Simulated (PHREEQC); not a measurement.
1 kg of water holding 0.27 mol/kgw MgCl2 and 0.17 mol/kgw CaCl2 is evaporated at 25 °C; the solids stay in contact with the brine. The system is closed to CO2. The run lets Bischofite, Brucite, Portlandite, MgCl2_4H2O precipitate or redissolve, and no other solid.

The numbers come from PHREEQC with the Pitzer model, pitzer.dat.

Question: Predict water activity at water left (kg) = 0.6755, 0.1407.

Answer: 
```tsv
water left (kg)	water activity
0.6755	0.966
0.1407	0.719
```
